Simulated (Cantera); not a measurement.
Input: 1 mol PbO, 2.4 mol CH4, 10 mol H2, equilibrated at 2375 K and 10.0 Torr.

These are equilibrium values from Cantera (NASA tables, ideal gas, pure condensed phases), not measurements of a reactor. Candidate condensed phases: C, C6H6, C7H8, C8H18, H2O, Pb, PbO, PbO2, Pb3O4; 113 gas species. Rates play no part.

Base state: H2 0.775, H 0.108, CO 0.0563, Pb 0.0563, C2H2 (acetylene) 0.00481, C2H 3.62e-5, C4H2 1.23e-5 (mole fractions); condensed: C(graphite).

Problem. What changes in the equilibrium state with this change: temperature from 2375 K to 2075 K?

Solution. 
```
species            before    after
----------------  -------  -------
H2                  0.775    0.860
CO                 0.0563   0.0589
Pb                 0.0563   0.0589
H                   0.108   0.0214
C2H2 (acetylene)  0.00481  0.00107
C2H               3.62e-5  6.35e-7
C4H2              1.23e-5  5.35e-7
C(graphite), mol     1.23     1.36
```

Problem. What changes in the equilibrium state with this change: temperature from 2375 K to 1648.15 K?

Solution. 
| species | before | after |
|---|---|---|
| H2 | 0.775 | 0.880 |
| CO | 0.0563 | 0.0595 |
| Pb | 0.0563 | 0.0595 |
| H | 0.108 | 0.000725 |
| C2H2 (acetylene) | 0.00481 | 3.94e-5 |
| C2H | 3.62e-5 | <1e-9 |
| C4H2 | 1.23e-5 | <1e-9 |
| CH4 | 1.49e-6 | 1.38e-5 |
| C(graphite), mol | 1.23 | 1.40 |
